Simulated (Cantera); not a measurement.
An isothermal, constant-pressure homogeneous reactor starts with 0.433 % CO, 0.525 % O₂, 6.91 % H₂O, 92.1 % N₂, at 900 K and 5.20 bar.

Computed with Cantera and GRI-Mech 3.0 (53 species, 325 reactions).

### Question
Predict: x(CO) at 6.00 s; x(O₂) at 6.00 s; x(H₂O) at 6.00 s.

### Answer
x(CO) at 6.00 s: 0.00365 (gas-phase equilibrium <1e-12)
x(O₂) at 6.00 s: 0.00491 (gas-phase equilibrium 0.00309)
x(H₂O) at 6.00 s: 0.0691 (gas-phase equilibrium 0.0692)
